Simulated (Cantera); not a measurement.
## SiH2Cl2 + NH3 + N2 (silicon nitride deposition)

Feed: 1 mol SiH2Cl2, 0.11 mol NH3, 53 mol N2, equilibrated at 62.0 mbar.

Cantera equilibrium calculation (NASA polynomials, part measured and part estimated; ideal gas, pure solids and liquids). Candidate condensed phases: NH4Cl, Si, Si3N4; 28 gas species. The tables' values for SiCl3, SiCl, SiN are old estimates; treat these amounts as uncertain. The numbers say what is thermodynamically allowed, not how fast it happens.

From 800 K to 1900 K the condensed part is Si3N4(s). At 2000 K the condensed part is Si(l). The main Si-bearing gas is SiCl4 at 800 K and SiCl2 at 2000 K. The share of Si in condensed phases is highest at 1200 K (91.4 %) and lowest at 2000 K (20.8 %).

| T (K) | x N2 | x HCl | x H2 | x SiCl2 | x SiCl4 | x H | n Si3N4(s) | n Si(l) |
|---|---|---|---|---|---|---|---|---|
| 800 | 0.963 | 0.0265 | 0.00813 | 2.08e-11 | 0.00255 | 1.05e-12 | 0.287 | 0 |
| 900 | 0.962 | 0.0280 | 0.00737 | 2.19e-9 | 0.00217 | 4.03e-11 | 0.294 | 0 |
| 1000 | 0.962 | 0.0291 | 0.00681 | 8.92e-8 | 0.00189 | 7.52e-10 | 0.299 | 0 |
| 1100 | 0.962 | 0.0299 | 0.00640 | 1.82e-6 | 0.00167 | 8.31e-9 | 0.303 | 0 |
| 1200 | 0.962 | 0.0305 | 0.00610 | 2.20e-5 | 0.00148 | 6.19e-8 | 0.305 | 0 |
| 1300 | 0.962 | 0.0307 | 0.00598 | 0.000173 | 0.00124 | 3.44e-7 | 0.304 | 0 |
| 1400 | 0.961 | 0.0301 | 0.00627 | 0.000898 | 0.000848 | 1.55e-6 | 0.294 | 0 |
| 1500 | 0.961 | 0.0277 | 0.00745 | 0.00284 | 0.000359 | 6.10e-6 | 0.264 | 0 |
| 1600 | 0.961 | 0.0233 | 0.00961 | 0.00571 | 9.17e-5 | 2.14e-5 | 0.219 | 0 |
| 1700 | 0.961 | 0.0182 | 0.0121 | 0.00862 | 1.86e-5 | 6.51e-5 | 0.170 | 0 |
| 1800 | 0.961 | 0.0136 | 0.0143 | 0.0111 | 3.62e-6 | 0.000172 | 0.126 | 0 |
| 1900 | 0.960 | 0.00988 | 0.0160 | 0.0129 | 7.32e-7 | 0.000403 | 0.0880 | 0 |
| 2000 | 0.959 | 0.00931 | 0.0160 | 0.0130 | 2.65e-7 | 0.000826 | 0 | 0.208 |
x: gas mole fraction; n: condensed amount in mol.
